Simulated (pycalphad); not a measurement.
CALPHAD calculation (pycalphad, COST 507 light-alloy database (1999)), 1 atm. The data set is of 1999 and partly superseded. Amounts are mole fractions of atoms.

**Question.** Give the equilibrium state of Si-27.42C (wt.%) at 777 °C.

**Answer.** CSI, fraction 0.938, with 30.0 C wt.%; DIAMOND_A4, fraction 0.062, with <0.01 C wt.%.

**Question.** Give the equilibrium state of Si-27.42C (wt.%) at 2052 °C.

**Answer.** CSI, fraction 0.937, with 30.0 C wt.%; LIQUID, fraction 0.063, with 0.20 C wt.%.

Database names, with the compositions (at.%) that they take in these runs: CSI: Si 50 C 50. DIAMOND_A4 is diamond (Si).
